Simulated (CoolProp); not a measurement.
Values from CoolProp's reference Helmholtz-energy equation of state, Thol 2015.

**Question.** For octamethylcyclotetrasiloxane (D4), give the phase and the density (kg/m³), cp (kJ/(kg K)), speed of sound (m/s), Joule-Thomson coefficient (K/MPa) at 619 K and 3920 kPa.

**Answer.** 
- 619 K and 3920 kPa: supercritical; density 511, cp 2.40, speed of sound 175, Joule-Thomson coefficient 1.47
